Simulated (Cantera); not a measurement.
Charge: 1 mol Cu, 15 mol HF, 1.1 mol N₂, at 10.0 mbar.

Equilibrium computed with Cantera from the NASA thermochemical tables; the gas is ideal and each condensed phase is pure. Candidate condensed phases: Cu, CuF₂; 25 gas species. Kinetics and transport are ignored.

Q: Which condensed phases are stable at each of these points (T (K)): 848, 898, 948, 998, 1048, 1098, 1148, 1198, 1248, 1298, 1348, 1398, 1448?

A: 
| T (K) | condensed phases | Cu condensed (%) |
|---|---|---|
| 848 | Cu(s) | 100.0 |
| 898 | Cu(s) | 100.0 |
| 948 | Cu(s) | 100.0 |
| 998 | Cu(s) | 100.0 |
| 1048 | Cu(s) | 100.0 |
| 1098 | Cu(s) | 100.0 |
| 1148 | Cu(s) | 99.9 |
| 1198 | Cu(s) | 99.8 |
| 1248 | Cu(s) | 99.7 |
| 1298 | Cu(s) | 99.3 |
| 1348 | Cu(s) | 98.8 |
| 1398 | Cu(l) | 97.9 |
| 1448 | Cu(l) | 96.4 |

From 848 K to 1348 K the condensed part is Cu(s). From 1398 K to 1448 K the condensed part is Cu(l).
